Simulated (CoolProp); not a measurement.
R124 along the isobar 3970 kPa: fugacity coefficient from the reference equation and from simpler models built on Tc = 122.3 °C, pc = 3624 kPa, ω = 0.288; each cubic takes its own stable root.

Model: reference Helmholtz-energy equation of state, de Vries 1995, in CoolProp.

| T (°C) | phase | reference |
|---|---|---|
| 47.55 | liquid | 0.1789 |
| 64.15 | liquid | 0.2548 |
| 80.75 | liquid | 0.3455 |
| 97.35 | liquid | 0.4481 |
| 113.95 | liquid | 0.5577 |
| 130.55 | supercritical | 0.6565 |
| 147.05 | supercritical | 0.7083 |
| 163.65 | supercritical | 0.7477 |
| 180.25 | supercritical | 0.7799 |
| 196.85 | supercritical | 0.8070 |

**Question.** How far does each simpler model (van der Waals, Redlich-Kwong, Peng-Robinson) lie from the reference over these 10 states: mean and median of the absolute difference, and the worst?

**Answer.** 
- van der Waals: mean 24.2 %, median 7.5 %, worst +95.8 % at 47.55 °C and 3970 kPa
- Redlich-Kwong: mean 9.1 %, median 3.0 %, worst +32.6 % at 47.55 °C and 3970 kPa
- Peng-Robinson: mean 1.6 %, median 1.8 %, worst -2.7 % at 147.05 °C and 3970 kPa
